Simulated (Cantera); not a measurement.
Cantera run, input and output.

```python
import numpy as np
import cantera as ct

gas = ct.Solution("gri30.yaml")
gas.TPX = 1150, 1000000, {'CH4': 1, 'C2H6': 0.04, 'C3H8': 1.4, 'O2': 4.81, 'N2': 18.1}
reactor = ct.IdealGasConstPressureReactor(gas, energy="on", clone=False)
net = ct.ReactorNet([reactor])
net.rtol, net.atol = 1e-08, 1e-16
show = ['CH4', 'C2H6', 'C3H8', 'HCN', 'CO2']
times = np.geomspace(3e-06, 0.4, 11)

steps = ct.SolutionArray(gas, extra=["t"])
rows = []
print(f"{'t/s':>10s}{'T/K':>9s}{'P/Pa':>11s}" + "".join(f"{s:>11s}" for s in show))
for t in times:
    while net.time < t:
        t_next = net.step()
        steps.append(gas.state, t=t_next)
    rows.append([np.interp(t, steps.t, y) for y in (steps.T, steps.P, *steps(*show).X.T)])
    print(f"{t:10.3e}{rows[-1][0]:9.1f}{rows[-1][1]:11.4g}" + "".join(f"{x:11.3e}" for x in rows[-1][2:]))
rate = np.gradient(steps.T, steps.t)
print("integrator steps:", len(steps.t))
if steps.T.max() > steps.T[0] + 200:
    print(f"time of steepest temperature rise: {steps.t[rate.argmax()]:.4e} s")
gas.TPX = 1150, 1000000, {'CH4': 1, 'C2H6': 0.04, 'C3H8': 1.4, 'O2': 4.81, 'N2': 18.1}
gas.equilibrate("HP")
print(f"equilibrium (HP): T = {gas.T:.1f} K  " + "  ".join(f"{s} {gas[s].X[0]:.3e}" for s in show))
```

Result:

```
       t/s      T/K       P/Pa        CH4       C2H6       C3H8        HCN        CO2
 3.000e-06   1150.0      1e+06  3.945e-02  1.578e-03  5.523e-02  3.618e-24  3.006e-14
 9.764e-06   1150.0      1e+06  3.945e-02  1.578e-03  5.523e-02  4.297e-23  1.192e-12
 3.178e-05   1150.0      1e+06  3.945e-02  1.578e-03  5.522e-02  7.426e-22  6.434e-11
 1.034e-04   1149.9      1e+06  3.947e-02  1.581e-03  5.517e-02  3.557e-20  2.847e-09
 3.366e-04   1150.0      1e+06  3.955e-02  1.609e-03  5.493e-02  3.941e-19  2.553e-08
 1.095e-03   1150.4      1e+06  3.985e-02  1.721e-03  5.398e-02  2.672e-18  1.587e-07
 3.565e-03   1161.8      1e+06  4.128e-02  2.471e-03  4.707e-02  1.926e-16  9.593e-06
 1.160e-02   2364.1      1e+06  1.641e-09  5.888e-19  4.907e-28  1.441e-06  2.263e-02
 3.776e-02   2364.2      1e+06  1.629e-09  5.808e-19  4.821e-28  9.593e-07  2.263e-02
 1.229e-01   2364.2      1e+06  1.629e-09  5.808e-19  4.820e-28  9.563e-07  2.263e-02
 4.000e-01   2364.2      1e+06  1.629e-09  5.808e-19  4.820e-28  9.563e-07  2.263e-02
integrator steps: 2401
time of steepest temperature rise: 4.4012e-03 s
equilibrium (HP): T = 2364.2 K  CH4 1.823e-09  C2H6 7.047e-19  C3H8 6.129e-28  HCN 9.563e-07  CO2 2.263e-02
```

Cantera simulation using GRI-Mech 3.0 (53 species, 325 reactions); the numbers are that mechanism's predictions, not measurements. GRI-Mech 3.0 was tuned for natural gas; its chemistry of propane as a main component is partial and can be far from experiment.
